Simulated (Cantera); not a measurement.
An adiabatic, constant-pressure homogeneous reactor starts with 31.4 % H₂, 8.72 % O₂, 56.5 % N₂, 3.45 % H₂O, equivalence ratio 1.8, at 1325 K and 1.01 bar.

Model: GRI-Mech 3.0 (53 species, 325 reactions), integrated in Cantera.

One state of this run: T (K) = 2290; x H₂ = 0.140; x O₂ = 0.000748; x H₂O = 0.214; x N₂O = 1.08e-8; x O = 0.00116; x NO = 3.76e-5. x: mole fraction; the columns are a selection and need not sum to one.

Q: Which value of t (s) does it belong to?
(A) 0.0800
(B) 0.000189
(C) 5.00e-6
(D) 0.00711

A: B, 0.000189
